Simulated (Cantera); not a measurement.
Feed: 1 mol SiC, 0.15 mol N₂O, 14 mol H₂, equilibrated at 1425 K.

These are equilibrium values from Cantera (NASA tables, ideal gas, pure condensed phases), not measurements of a reactor. Candidate condensed phases: C, C₆H₆, C₇H₈, C₈H₁₈, H₂O, Si, SiC, SiO₂, Si₂N₂O, Si₃N₄; 151 gas species. Mutual solubility and eutectic melting of coexisting phases are not modelled. The numbers say what is thermodynamically allowed, not how fast it happens.

What share of the Si ends up in condensed phases as a function of P (Pa), at 0.100, 2.50, 63, 1600, 40000, 1000000?


```
P (Pa)   Si condensed (%)                  as
-------  ----------------  ------------------
0.100                92.3              SiC(s)
2.50                 92.5              SiC(s)
63                   95.3  SiC(s) + Si₂N₂O(s)
1600                 99.9  SiC(s) + Si₂N₂O(s)
40000               100.0  SiC(s) + Si₂N₂O(s)
1000000             100.0  SiC(s) + Si₂N₂O(s)
```
